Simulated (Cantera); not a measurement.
**Moist CO burnout**

An isothermal, constant-pressure homogeneous reactor starts with 0.709 % CO, 0.611 % O2, 0.158 % H2O, 98.5 % N2, equivalence ratio 0.58, at 975 K and 13300 Pa.

Cantera simulation using GRI-Mech 3.0 (53 species, 325 reactions); the numbers are that mechanism's predictions, not measurements.

| t (s) | x CO | x O2 | x H2O | x N2O | x CO2 | x OH | x O |
|---|---|---|---|---|---|---|---|
| 5.00e-6 | 0.00709 | 0.00611 | 0.00158 | <1e-12 | <1e-12 | <1e-12 | <1e-12 |
| 3.91e-5 | 0.00709 | 0.00611 | 0.00158 | <1e-12 | <1e-12 | <1e-12 | <1e-12 |
| 0.000306 | 0.00709 | 0.00611 | 0.00158 | <1e-12 | 1.05e-12 | <1e-12 | 1.05e-12 |
| 0.00239 | 0.00709 | 0.00611 | 0.00158 | <1e-12 | 8.35e-12 | <1e-12 | 8.17e-12 |
| 0.0187 | 0.00709 | 0.00611 | 0.00158 | <1e-12 | 8.38e-11 | <1e-12 | 7.01e-11 |
| 0.146 | 0.00709 | 0.00611 | 0.00158 | <1e-12 | 1.70e-8 | 2.22e-10 | 9.78e-9 |
| 1.14 | 0.000857 | 0.00299 | 0.00155 | 5.29e-8 | 0.00626 | 5.97e-6 | 3.31e-5 |
| 8.95 | 9.80e-6 | 0.00258 | 0.00158 | 7.09e-8 | 0.00711 | 7.06e-7 | 3.36e-7 |
| 70.0 | 9.97e-8 | 0.00257 | 0.00158 | 7.30e-8 | 0.00712 | 9.73e-8 | 4.28e-9 |
x: mole fraction; the columns are a selection and need not sum to one.

Equilibrium at this temperature and pressure: CO 9.86e-12, O2 0.00257, H2O 0.00158, N2O 1.01e-10, CO2 0.00712, OH 4.84e-9, O 1.01e-11 (gas phase only).
